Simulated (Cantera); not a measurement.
Chlorosilane synthesis and conversion: SiCl4 + HCl + H2

A closed system holds: 1 mol SiCl4, 5.6 mol HCl, 7.4 mol H2, held at 0.370 bar.

Equilibrium computed with Cantera from the NASA thermochemical tables; the gas is ideal and each condensed phase is pure. Candidate condensed phases: Si; 19 gas species. The tables' values for SiCl3 are old estimates; treat these amounts as uncertain. Equilibrium is a limit: real reactors are often held back by kinetics, nucleation or transport.

From 302 °C to 1402 °C nothing is condensed. The main Si-bearing gas is SiCl4 at 302 °C and SiCl2 at 1402 °C.

```tsv
T (°C)	log p H2	log p HCl	log p SiCl4	log p SiCl2	log p SiCl3	log p SiHCl3	log p H
302	-0.71	-0.83	-1.58	<-12	-11.84	-6.28	<-12
402	-0.71	-0.83	-1.58	<-12	-9.44	-5.34	<-12
502	-0.71	-0.83	-1.58	-11.63	-7.68	-4.65	-12.36
602	-0.71	-0.83	-1.58	-9.30	-6.32	-4.12	-10.65
702	-0.71	-0.83	-1.58	-7.47	-5.25	-3.70	-9.30
802	-0.71	-0.83	-1.59	-5.99	-4.39	-3.37	-8.19
902	-0.71	-0.83	-1.60	-4.78	-3.68	-3.11	-7.27
1002	-0.71	-0.82	-1.62	-3.78	-3.10	-2.90	-6.49
1102	-0.72	-0.81	-1.67	-2.98	-2.66	-2.77	-5.83
1202	-0.73	-0.80	-1.80	-2.40	-2.37	-2.76	-5.25
1302	-0.75	-0.77	-2.02	-2.04	-2.24	-2.88	-4.76
1402	-0.77	-0.75	-2.34	-1.85	-2.25	-3.11	-4.32
```
log p: log10 of the partial pressure in bar; nothing condenses.
